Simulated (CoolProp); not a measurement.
Computed with CoolProp (reference Helmholtz-energy equation of state, Platzer 1990). This equation is an older, rougher fit; its heat capacities, sound speeds and derivatives of the liquid may be far off and weren't checked against measurements.

Problem. Give the vapour pressure (MPa), vapour density (kg/m³) of saturated c-C4F8 (RC318) at 19.45, 27.55, 51.75 °C.

Solution. 
| T (°C) | p (MPa) | vapour density (kg/m³) |
|---|---|---|
| 19.45 | 0.261 | 23.5 |
| 27.55 | 0.339 | 30.3 |
| 51.75 | 0.679 | 61.2 |
